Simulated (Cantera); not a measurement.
# Dilute partial oxidation

An isothermal, constant-pressure homogeneous reactor starts with 1.83 % CH₃OH, 1.74 % O₂, 96.4 % N₂, equivalence ratio 1.6, at 1448 K and 750 Torr.

Detailed kinetics in Cantera: GRI-Mech 3.0 (53 species, 325 reactions). GRI-Mech 3.0 was tuned for natural gas; its chemistry of methanol as a main component is partial and can be far from experiment. The temperature is held fixed by assumption; the heat of reaction is taken as removed at once.

```json
[
 {"t (s)": "0.000800", "x CH₃OH": "0.00577", "x O₂": "0.0124", "x N₂O": "4.36e-8", "x CH₃": "9.70e-7", "x O": "1.34e-6", "x C₂H₄": "7.65e-8", "x NO": "4.20e-10"},
 {"t (s)": "0.00201", "x CH₃OH": "<1e-12", "x O₂": "0.000172", "x N₂O": "7.93e-9", "x CH₃": "<1e-12", "x O": "0.000128", "x C₂H₄": "<1e-12", "x NO": "3.81e-6"},
 {"t (s)": "0.00504", "x CH₃OH": "<1e-12", "x O₂": "8.41e-6", "x N₂O": "1.63e-9", "x CH₃": "<1e-12", "x O": "7.05e-6", "x C₂H₄": "<1e-12", "x NO": "4.25e-6"},
 {"t (s)": "0.0127", "x CH₃OH": "<1e-12", "x O₂": "9.09e-7", "x N₂O": "5.94e-10", "x CH₃": "<1e-12", "x O": "7.74e-7", "x C₂H₄": "<1e-12", "x NO": "4.25e-6"},
 {"t (s)": "0.0318", "x CH₃OH": "<1e-12", "x O₂": "1.22e-7", "x N₂O": "4.83e-10", "x CH₃": "<1e-12", "x O": "1.04e-7", "x C₂H₄": "<1e-12", "x NO": "4.17e-6"},
 {"t (s)": "0.0798", "x CH₃OH": "<1e-12", "x O₂": "1.72e-8", "x N₂O": "8.83e-10", "x CH₃": "<1e-12", "x O": "1.46e-8", "x C₂H₄": "<1e-12", "x NO": "3.99e-6"},
 {"t (s)": "0.200", "x CH₃OH": "<1e-12", "x O₂": "2.44e-9", "x N₂O": "1.47e-9", "x CH₃": "<1e-12", "x O": "2.05e-9", "x C₂H₄": "<1e-12", "x NO": "3.64e-6"},
 {"t (s)": "0.503", "x CH₃OH": "<1e-12", "x O₂": "3.57e-10", "x N₂O": "1.43e-9", "x CH₃": "<1e-12", "x O": "3.00e-10", "x C₂H₄": "<1e-12", "x NO": "3.07e-6"},
 {"t (s)": "1.26", "x CH₃OH": "<1e-12", "x O₂": "6.23e-11", "x N₂O": "7.86e-10", "x CH₃": "<1e-12", "x O": "5.35e-11", "x C₂H₄": "<1e-12", "x NO": "2.36e-6"},
 {"t (s)": "3.17", "x CH₃OH": "<1e-12", "x O₂": "1.63e-11", "x N₂O": "2.94e-10", "x CH₃": "<1e-12", "x O": "1.45e-11", "x C₂H₄": "<1e-12", "x NO": "1.61e-6"},
 {"t (s)": "7.97", "x CH₃OH": "<1e-12", "x O₂": "7.66e-12", "x N₂O": "8.29e-11", "x CH₃": "<1e-12", "x O": "6.97e-12", "x C₂H₄": "<1e-12", "x NO": "8.87e-7"},
 {"t (s)": "20.0", "x CH₃OH": "<1e-12", "x O₂": "5.26e-12", "x N₂O": "1.72e-11", "x CH₃": "<1e-12", "x O": "4.79e-12", "x C₂H₄": "<1e-12", "x NO": "3.59e-7"}
]
```
x: mole fraction; the columns are a selection and need not sum to one.

Equilibrium at this temperature and pressure: CH₃OH <1e-12, O₂ 4.66e-12, N₂O <1e-12, CH₃ <1e-12, O 4.24e-12, C₂H₄ <1e-12, NO 4.88e-9 (gas phase only).
